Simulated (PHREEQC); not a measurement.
Consider water at 25 °C with 0.3 mol/kgw TMAH, 0.018 mol/kgw K2SiO3 and 0.00034 mol/kgw Na2CO3. Closed to the air; pH follows from the charge balance.

All values are PHREEQC results (ion-association model, phreeqc.dat), not measurements.

| quantity | before | after |
|---|---|---|
| pH | 13.30 | 13.04 |
| NaCO3- (mol/kgw) | 1.09e-6 | 3.49e-7 |
| HCO3- (mol/kgw) | 1.30e-7 | 1.42e-7 |

Question: Which change was made?
A) diluted 2-fold with water
B) K2SiO3 replaced by KHSO4 at the same molality
C) diluted 100-fold with water
D) TMAH left out
E) diluted 10-fold with water

Answer: A, diluted 2-fold with water

No solid was allowed to form. (CH3)4N+ isn't in the database: it is added as a free cation with an ion size of 4 Å.
